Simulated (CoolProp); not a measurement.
Aqueous potassium acetate as a coolant, 9 % by mass, freezing at -4.0 °C, 1 atm.

Model: Melinder's fits for secondary coolants, in CoolProp.

| T (°C) | density (kg/m³) | Prandtl number | cp (kJ/(kg K)) | conductivity (W/(m K)) |
|---|---|---|---|---|
| 2.8 | 1050 | 14.3 | 3.839 | ___ |
| 9 | 1049 | 11.6 | 3.844 | 0.551 |
| 15.3 | 1047 | 9.61 | ___ | 0.561 |
| 21.6 | ___ | 8.11 | 3.854 | 0.571 |
| 27.8 | 1044 | 6.96 | 3.860 | 0.580 |
| 34.1 | 1042 | ___ | 3.865 | 0.589 |

Task: Fill in the missing entries.

Result: 
- 2.8, conductivity (W/(m K)): 0.541
- 15.3, cp (kJ/(kg K)): 3.849
- 21.6, density (kg/m³): 1046
- 34.1, Prandtl number: 6.02
